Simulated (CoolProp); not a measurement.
A single-stage vapour-compression cycle with n-butane: evaporating at 225.15 K (dew point), condensing at 291.15 K (bubble point), superheat 10 K, subcooling 0 K, compressor efficiency 0.75, no pressure losses. Each further row changes one setting.

Values from CoolProp's reference Helmholtz-energy equation of state, Bücker 2006.

```json
[
 {"case": "as stated", "cooling COP": "1.98", "pressure ratio": "18.2", "discharge temperature (K)": "328.8", "refrigerating effect (kJ/kg)": "290", "volumetric capacity (kJ/m³)": "92.6"},
 {"case": "evaporating temperature 230.15 K", "cooling COP": "2.24", "pressure ratio": "___", "discharge temperature (K)": "325.1", "refrigerating effect (kJ/kg)": "297", "volumetric capacity (kJ/m³)": "___"},
 {"case": "condensing temperature 286.15 K", "cooling COP": "2.20", "pressure ratio": "15.4", "discharge temperature (K)": "323.3", "refrigerating effect (kJ/kg)": "302", "volumetric capacity (kJ/m³)": "96.5"},
 {"case": "subcooling 5 K", "cooling COP": "2.06", "pressure ratio": "18.2", "discharge temperature (K)": "328.8", "refrigerating effect (kJ/kg)": "302", "volumetric capacity (kJ/m³)": "___"},
 {"case": "superheat 20 K", "cooling COP": "___", "pressure ratio": "18.2", "discharge temperature (K)": "___", "refrigerating effect (kJ/kg)": "___", "volumetric capacity (kJ/m³)": "___"},
 {"case": "compressor efficiency 0.65", "cooling COP": "1.71", "pressure ratio": "18.2", "discharge temperature (K)": "340.7", "refrigerating effect (kJ/kg)": "290", "volumetric capacity (kJ/m³)": "92.6"}
]
```

**Question.** Complete the blanks.

**Answer.** 
- evaporating temperature 230.15 K, pressure ratio: 13.7
- evaporating temperature 230.15 K, volumetric capacity (kJ/m³): 124
- subcooling 5 K, volumetric capacity (kJ/m³): 96.4
- superheat 20 K, cooling COP: 2.00
- superheat 20 K, discharge temperature (K): 339.7
- superheat 20 K, refrigerating effect (kJ/kg): 305
- superheat 20 K, volumetric capacity (kJ/m³): 93.3
